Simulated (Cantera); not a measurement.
Cantera run, input and output.

```python
import numpy as np
import cantera as ct

gas = ct.Solution("gri30.yaml")


def delay(T, t_max=10):
    gas.TPX = T, 530000, {'CH4': 1, 'H2': 0.1, 'O2': 3.01, 'N2': 11.3}
    reactor = ct.IdealGasReactor(gas, clone=False)
    net = ct.ReactorNet([reactor])
    net.rtol, net.atol = 1e-8, 1e-16
    while net.time < t_max:
        t_old, T_old = net.time, reactor.T
        net.step()
        if reactor.T > T + 400:  # ignition: a rise of 400 K
            return t_old + (T + 400 - T_old) / (reactor.T - T_old) * (net.time - t_old)
    return np.nan


taus = []
for T in [900, 1000, 1100, 1200, 1300, 1400, 1500]:
    taus.append(delay(T))
    print(f"T0 = {T:6g} K   tau = {taus[-1]:.4e} s")
```

Output:

```
T0 =    900 K   tau = 3.1378e-01 s
T0 =   1000 K   tau = 3.0660e-02 s
T0 =   1100 K   tau = 7.2470e-03 s
T0 =   1200 K   tau = 2.6208e-03 s
T0 =   1300 K   tau = 1.0055e-03 s
T0 =   1400 K   tau = 3.9616e-04 s
T0 =   1500 K   tau = 1.6525e-04 s
```

Cantera simulation using GRI-Mech 3.0 (53 species, 325 reactions); the numbers are that mechanism's predictions, not measurements. Below about 1000 K GRI-Mech 3.0 lacks low-temperature oxidation paths. Below about 950 K walls govern HO2 and H2O2 in real vessels.
